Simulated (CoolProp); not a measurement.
Values from CoolProp's reference Helmholtz-energy equation of state, Lemmon 2006. It is a short technical equation, of lower accuracy than the large ones.

### Question
For acetone, give the phase and the density (kg/m³), speed of sound (m/s), Joule-Thomson coefficient (K/MPa), expansivity (1/kK) at 112.15 °C and 117 bar.

### Answer
- 112.15 °C and 117 bar: liquid; density 700, speed of sound 888, Joule-Thomson coefficient -0.209, expansivity 1.70
